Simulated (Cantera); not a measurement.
Feed: 1 mol Si3N4, 4.4 mol Cl2, 17 mol H2, held at 873 K and 0.260 bar.

Cantera equilibrium calculation (NASA polynomials, part measured and part estimated; ideal gas, pure solids and liquids). Candidate condensed phases: NH4Cl, Si, Si3N4; 28 gas species. Equilibrium is a limit: real reactors are often held back by kinetics, nucleation or transport.

Base state: H2 0.675, HCl 0.259, SiCl4 0.0391, N2 0.0262, SiHCl3 0.000218, NH3 3.54e-5 (mole fractions); condensed: Si3N4(s).

Problem. What changes in the equilibrium state with this change: H2 from 17 to 0.51 mol?

Solution. 
```
species          before     after
-------------  --------  --------
SiCl4            0.0391     0.477
N2               0.0262     0.318
HCl               0.259     0.169
H2                0.675    0.0357
NH3             3.54e-5   1.50e-6
SiHCl3         0.000218  0.000216
Si3N4(s), mol     0.723     0.326
```
